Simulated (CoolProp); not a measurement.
The numbers come from the reference Helmholtz-energy equation of state, Beckmüller 2019 in CoolProp.

Task: Give the vapour pressure (kPa), vapour density (kg/m³), enthalpy of vaporisation (kJ/kg) of saturated n-octane at 89.75, 235.65 °C.

Result: 
| T (°C) | p (kPa) | vapour density (kg/m³) | enthalpy of vaporisation (kJ/kg) |
|---|---|---|---|
| 89.75 | 33.2 | 1.29 | 325 |
| 235.65 | 1030 | 38.8 | 200 |
